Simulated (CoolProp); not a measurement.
Model: reference Helmholtz-energy equation of state, Tillner-Roth 1997, in CoolProp.

Give the vapour pressure (MPa), vapour density (kg/m³), surface tension (mN/m) of saturated CH2F2 (R32) at -49.05, -21.75, -14.95 °C.


| T (°C) | p (MPa) | vapour density (kg/m³) | surface tension (mN/m) |
|---|---|---|---|
| -49.05 | 0.115 | 3.38 | 20.2 |
| -21.75 | 0.380 | 10.5 | 14.9 |
| -14.95 | 0.489 | 13.4 | 13.7 |

Surface tension comes from a separate correlation (Mulero 2012).
